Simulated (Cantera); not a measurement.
**Equilibrium for carbothermic reduction: PbO + CH₄ + H₂**

Charge: 1 mol PbO, a varied amount of CH₄, 19 mol H₂, at 0.133 bar.

Cantera equilibrium calculation (NASA polynomials, part measured and part estimated; ideal gas, pure solids and liquids). Candidate condensed phases: C, C₆H₆, C₇H₈, C₈H₁₈, H₂O, Pb, PbO, PbO₂, Pb₃O₄; 113 gas species. Equilibrium is a limit: real reactors are often held back by kinetics, nucleation or transport.

**Question.** Map the stable condensed phases over T = 702, 852, 1002, 1152, 1302, 1452, 1602, 1752, 1902 °C and n(CH₄) in mol = 0.57, 0.69, 0.84, 1, 1.2, 1.5, 1.8, 2.2, 2.6, 3.2, 3.8, 4.6.

**Answer.** 
```
T in °C \ n(CH₄) in mol
         0.57 0.69 0.84    1  1.2  1.5  1.8  2.2  2.6  3.2  3.8  4.6
   1902     A    A    A    A    B    B    B    B    B    B    B    B
   1752     A    A    A    A    B    B    B    B    B    B    B    B
   1602     A    A    A    A    B    B    B    B    B    B    B    B
   1452     A    A    A    A    B    B    B    B    B    B    B    B
   1302     A    A    A    A    B    B    B    B    B    B    B    B
   1152     A    A    A    A    B    B    B    B    B    B    B    B
   1002     C    C    C    C    D    D    D    D    D    D    D    D
    852     C    C    C    C    D    D    D    D    D    D    D    D
    702     C    C    C    C    C    D    D    D    D    D    D    D
```
A: gas only; B: C; C: Pb; D: C + Pb.
